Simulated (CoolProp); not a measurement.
Vapour-liquid equilibrium of R22 (1) + R152A (2) at 232.7 K; x and y are mole fractions of (1).

The numbers come from the multi-fluid Helmholtz-energy mixture model, Kamei 1995 and Outcalt 1996; pair parameters Bell 2016 in CoolProp.

Problem. Give the bubble pressure and the first vapour's composition at x = 0.05, 0.5, 0.8. Is there an azeotrope?

Solution. x = 0.05: 0.04824 MPa, y = 0.091; x = 0.5: 0.07048 MPa, y = 0.681; x = 0.8: 0.08939 MPa, y = 0.907. No azeotrope shows between x = 0.05 and 0.95.

Pair parameters are fitted to limited data, so mixtures are less certain than the pure fluids.
